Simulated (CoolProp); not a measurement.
Values from CoolProp's reference Helmholtz-energy equation of state, Thol 2018.

Task: For hydrogen chloride, give the phase and the cv (kJ/(kg K)), speed of sound (m/s) at 27.05 °C and 0.101 MPa; 195.25 °C and 0.101 MPa.

Result: 
- 27.05 °C and 0.101 MPa: gas; cv 0.575, speed of sound 308
- 195.25 °C and 0.101 MPa: gas; cv 0.574, speed of sound 386
